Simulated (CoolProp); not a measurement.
A closed Brayton cycle with carbon dioxide: compressor inlet 316.15 K and 8.2 MPa, high pressure 17.6 MPa, turbine inlet 695 K, compressor efficiency 0.89, turbine efficiency 0.93, recuperator effectiveness 0 (on enthalpy, no pinch check). Each further row changes one setting.

Values from CoolProp's reference Helmholtz-energy equation of state, Span 1996.

| case | thermal efficiency (%) | net work (kJ/kg) | compressor to turbine work | compressor exit (K) | turbine exit (K) |
|---|---|---|---|---|---|
| as stated | 12.8 | 56.3 | 0.35 | 372.3 | 609.4 |
| turbine inlet 645 K | 12.8 | 48.8 | … | 372.3 | … |
| compressor inlet 326.15 K | … | … | 0.42 | 389.6 | 609.4 |
| high pressure 15 MPa | … | … | 0.33 | … | 627.0 |
| recuperator effectiveness 0.5 | … | 56.3 | 0.35 | 372.3 | 609.4 |

Problem. Fill in the missing entries.

Solution. 
- turbine inlet 645 K, compressor to turbine work: 0.38
- turbine inlet 645 K, turbine exit (K): 562.8
- compressor inlet 326.15 K, thermal efficiency (%): 12.4
- compressor inlet 326.15 K, net work (kJ/kg): 50.1
- high pressure 15 MPa, thermal efficiency (%): 10.3
- high pressure 15 MPa, net work (kJ/kg): 46.5
- high pressure 15 MPa, compressor exit (K): 360.4
- recuperator effectiveness 0.5, thermal efficiency (%): 18.6
